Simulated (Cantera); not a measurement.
Cantera run, input and output.

```python
import numpy as np
import cantera as ct

gas = ct.Solution("h2o2.yaml")
gas.TPX = 675, 660000, {'H2': 1, 'O2': 0.217, 'N2': 0.817}
flame = ct.FreeFlame(gas, width=0.011)
flame.set_refine_criteria(ratio=3, slope=0.08, curve=0.16)
flame.transport_model = "mixture-averaged"
flame.solve(loglevel=0, auto=True)
flame.transport_model = "multicomponent"
flame.soret_enabled = True
flame.solve(loglevel=0, refine_grid=True)
z, T = flame.grid, flame.T
thick = (T[-1] - T[0]) / np.gradient(T, z).max()
show = ['H2', 'O2', 'OH', 'HO2', 'H2O2', 'O']
print(f"laminar burning velocity  {flame.velocity[0] * 100:.3f} cm/s")
print(f"burnt temperature         {T[-1]:.1f} K")
print(f"thermal thickness         {thick * 1e3:.4f} mm")
print(f"grid points               {len(z)}")
z0 = z[flame.heat_release_rate.argmax()]
print(f"{'z/mm':>9s}{'T/K':>9s}{'u/(m/s)':>9s}" + "".join(f"{s:>11s}" for s in show))
rows = []
for k in (-3, -2, -1.5, -1, -0.5, -0.25, 0, 0.25, 0.5, 1, 2, 4, 8):
    zz = z0 + k * thick
    rows.append([k * thick, np.interp(zz, z, T), np.interp(zz, z, flame.velocity),
                 *(np.interp(zz, z, flame.X[gas.species_index(s)]) for s in show)])
    print(f"{rows[-1][0] * 1e3:9.3f}{rows[-1][1]:9.1f}{rows[-1][2]:9.3f}" + "".join(f"{x:11.3e}" for x in rows[-1][3:]))
```

Result:

```
laminar burning velocity  1028.148 cm/s
burnt temperature         2271.8 K
thermal thickness         0.0429 mm
grid points               113
     z/mm      T/K  u/(m/s)         H2         O2         OH        HO2       H2O2          O
   -0.129    675.0   10.281  4.916e-01  1.067e-01  1.519e-15  1.048e-10  5.984e-13  2.846e-14
   -0.086    675.0   10.281  4.916e-01  1.067e-01  4.985e-13  7.982e-09  4.598e-11  9.314e-12
   -0.064    675.1   10.280  4.915e-01  1.067e-01  1.180e-11  1.076e-07  6.282e-10  2.183e-10
   -0.043    675.8   10.272  4.904e-01  1.069e-01  1.772e-09  4.328e-06  2.881e-08  2.048e-08
   -0.021    733.1   10.793  4.700e-01  1.092e-01  8.733e-05  6.783e-04  1.519e-05  1.821e-05
   -0.011    996.6   14.233  4.340e-01  1.007e-01  7.642e-04  6.556e-04  4.171e-05  2.999e-04
    0.000   1384.2   19.471  3.730e-01  6.886e-02  1.847e-03  3.193e-04  1.337e-05  1.494e-03
    0.011   1663.5   23.295  3.130e-01  3.007e-02  3.100e-03  1.307e-04  2.856e-06  1.836e-03
    0.021   1806.6   25.230  2.855e-01  1.020e-02  3.497e-03  4.302e-05  1.449e-06  1.144e-03
    0.043   1930.1   26.828  2.784e-01  1.266e-03  3.519e-03  5.141e-06  6.020e-07  5.205e-04
    0.086   2032.4   28.082  2.854e-01  1.498e-04  3.107e-03  7.505e-07  2.890e-07  2.896e-04
    0.172   2120.2   29.121  2.932e-01  5.188e-05  2.386e-03  3.146e-07  1.445e-07  1.412e-04
    0.343   2185.6   29.875  2.992e-01  2.092e-05  1.619e-03  1.320e-07  6.686e-08  5.710e-05
```

Model: the H2/O2 subset of GRI-Mech 3.0, which has no nitrogen chemistry, integrated in Cantera. The hydrogen kinetics of GRI-Mech 3.0 are dated; newer H2 mechanisms differ, most at raised pressure. Burning velocities carry a grid error of a few per cent, more on coarse grids.
